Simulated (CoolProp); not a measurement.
Computed with CoolProp (reference Helmholtz-energy equation of state, Fiedler 2023).

Question: Give the vapour pressure (kPa), liquid density (kg/m³), enthalpy of vaporisation (kJ/kg) of saturated tetrahydrofuran at 310.8, 318.8, 334.8 K.

Answer: 
```tsv
T (K)	p (kPa)	liquid density (kg/m³)	enthalpy of vaporisation (kJ/kg)
310.8	36.7	868	437
318.8	50.0	859	431
334.8	88.0	841	420
```
